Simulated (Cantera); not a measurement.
Input: 1 mol Si2H6, 4.7 mol NO, 5.6 mol H2, held at 0.0100 bar.

Equilibrium computed with Cantera from the NASA thermochemical tables; the gas is ideal and each condensed phase is pure. Candidate condensed phases: H2O, Si, SiO2, Si2N2O, Si3N4; 35 gas species. The feed counts by its element totals alone. The tables hold silica as quartz up to 1696 K and as liquid above; real silica turns to tridymite and cristobalite and melts near 1996 K. Equilibrium is a limit: real reactors are often held back by kinetics, nucleation or transport.

x: gas mole fraction; n: condensed amount in mol.

| T (K) | x H2 | x N2 | x H2O | x NH3 | x H | n SiO2(α-quartz) | n SiO2(β-quartz) |
|---|---|---|---|---|---|---|---|
| 823 | 0.721 | 0.215 | 0.0639 | … | 6.23e-11 | 2.00 | 0 |
| 873 | 0.721 | 0.215 | 0.0639 | … | 3.97e-10 | 0 | 2.00 |
| 923 | 0.721 | 0.215 | 0.0639 | … | 2.08e-9 | 0 | 2.00 |
| 973 | 0.721 | 0.215 | 0.0639 | … | 9.18e-9 | 0 | 2.00 |
| 1023 | 0.721 | 0.215 | 0.0639 | … | 3.52e-8 | 0 | 2.00 |
| 1073 | 0.721 | 0.215 | 0.0639 | … | 1.19e-7 | 0 | 2.00 |
| 1123 | 0.721 | 0.215 | 0.0639 | … | 3.62e-7 | 0 | 2.00 |
| 1173 | 0.721 | 0.215 | 0.0639 | … | 1.00e-6 | 0 | 2.00 |

Task: Fill in the missing entries.

Result: 
- 823, x NH3: 6.77e-6
- 873, x NH3: 4.31e-6
- 923, x NH3: 2.87e-6
- 973, x NH3: 1.99e-6
- 1023, x NH3: 1.42e-6
- 1073, x NH3: 1.05e-6
- 1123, x NH3: 7.96e-7
- 1173, x NH3: 6.17e-7
